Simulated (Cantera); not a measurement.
Stirred combustor or abatement burner

A perfectly stirred reactor is fed with 7.75 % CH4, 19.4 % O2, 72.9 % N2, equivalence ratio 0.80, at 120000 Pa; it is adiabatic with a 725 K inlet, and is followed from long to short residence time, starting on the burning branch (τ in s: 0.037, 0.019, 0.0094, 0.0048, 0.0024, 0.0012, 0.00063, 0.00032, 0.00016, 8.2e-05, 4.1e-05, 2.1e-05, 1.1e-05).

Detailed kinetics in Cantera: GRI-Mech 3.0 (53 species, 325 reactions).

```csv
τ (s),T (K),x CH4,x O2,x C2H,x C2H6,x CH3,x CO2,x CH2
0.037,2271,4.14e-6,0.0388,1.67e-12,1.97e-12,1.86e-6,0.0730,1.30e-7
0.019,2265,7.44e-6,0.0393,4.96e-12,6.16e-12,3.29e-6,0.0724,2.38e-7
0.0094,2252,1.33e-5,0.0400,1.36e-11,1.86e-11,5.72e-6,0.0713,4.28e-7
0.0048,2231,2.22e-5,0.0408,3.05e-11,4.85e-11,9.19e-6,0.0697,7.11e-7
0.0024,2199,3.68e-5,0.0419,6.17e-11,1.22e-10,1.44e-5,0.0674,1.13e-6
0.0012,2157,6.10e-5,0.0434,1.16e-10,3.03e-10,2.23e-5,0.0644,1.72e-6
0.00063,2109,9.97e-5,0.0450,2.09e-10,7.42e-10,3.38e-5,0.0612,2.49e-6
0.00032,2052,0.000174,0.0472,4.07e-10,2.10e-9,5.38e-5,0.0574,3.64e-6
0.00016,1988,0.000326,0.0501,8.87e-10,7.16e-9,9.12e-5,0.0526,5.52e-6
8.2e-5,1920,0.000658,0.0544,2.21e-9,3.08e-8,0.000165,0.0464,8.86e-6
4.1e-5,1832,0.00173,0.0632,7.99e-9,2.90e-7,0.000379,0.0357,1.74e-5
2.1e-5,725,0.0775,0.194,<1e-12,<1e-12,<1e-12,<1e-12,<1e-12
1.1e-5,725,0.0775,0.194,<1e-12,<1e-12,<1e-12,<1e-12,<1e-12
```
x: mole fraction; the columns are a selection and need not sum to one.
